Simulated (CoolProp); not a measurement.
Model: reference Helmholtz-energy equation of state, Span 1996, in CoolProp.

**Question.** For carbon dioxide, give the phase and the Z, cp (kJ/(kg K)), expansivity (1/kK), conductivity (mW/(m K)) at 308.9 K and 1.64 MPa.

**Answer.** 
- 308.9 K and 1.64 MPa: gas; Z 0.924, cp 0.974, expansivity 4.20, conductivity 18.5

Thermal conductivity comes from a separate model (Huber 2016).
